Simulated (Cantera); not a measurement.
Feed: 1 mol SiH₄, 0.21 mol N₂, held at 1298 K and 0.000150 bar.

Method: chemical equilibrium by Gibbs-energy minimisation in Cantera with the NASA 1993 tables (ideal gas, pure condensed phases). Candidate condensed phases: Si, Si₃N₄; 18 gas species. N₂ is the only nitrogen source here; it is nearly inert below about 1500 K, so the nitride shown seldom forms there in practice. Mutual solubility and eutectic melting of coexisting phases are not modelled. Equilibrium is a limit: real reactors are often held back by kinetics, nucleation or transport.

Base state: H₂ 0.997, N₂ 0.00315, H 8.73e-5 (mole fractions); condensed: Si(s) + Si₃N₄(s).

Task: What changes in the equilibrium state with this change: temperature from 1298 K to 1948 K?

Result: 
| species | before | after |
|---|---|---|
| H₂ | 0.997 | 0.689 |
| Si | 2.71e-7 | 0.155 |
| H | 8.73e-5 | 0.0766 |
| N₂ | 0.00315 | 0.0762 |
| Si₂ | <1e-9 | 0.00141 |
| Si₃ | <1e-9 | 0.000311 |
| Si₂N | <1e-9 | 0.000214 |
| SiN | <1e-9 | 0.000155 |
| SiH | 2.78e-8 | 0.00121 |
| Si(s), mol | 0.694 | 0 |
| Si₃N₄(s), mol | 0.102 | 0 |
| Si(l), mol | 0 | 0.559 |
The tables' values for SiN are old estimates; treat these amounts as uncertain. Gases not in the tables: Si₂H₆ and higher silanes.
